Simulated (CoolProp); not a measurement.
Vapour-liquid equilibrium of n-octane (1) + m-xylene (2) at 0.00058 MPa; x and y are mole fractions of (1).

Values from CoolProp's multi-fluid Helmholtz-energy mixture model, Beckmüller 2019 and Zhou 2012; pair parameters Bell 2016.

**Question.** Give the bubble temperature and the first vapour's composition at x = 0.5, 0.65, 0.95. Is there an azeotrope?

**Answer.** x = 0.5: 282.0 K, y = 0.632; x = 0.65: 280.9 K, y = 0.753; x = 0.95: 279.2 K, y = 0.966. No azeotrope shows between x = 0.05 and 0.95.

Pair parameters are fitted to limited data, so mixtures are less certain than the pure fluids.
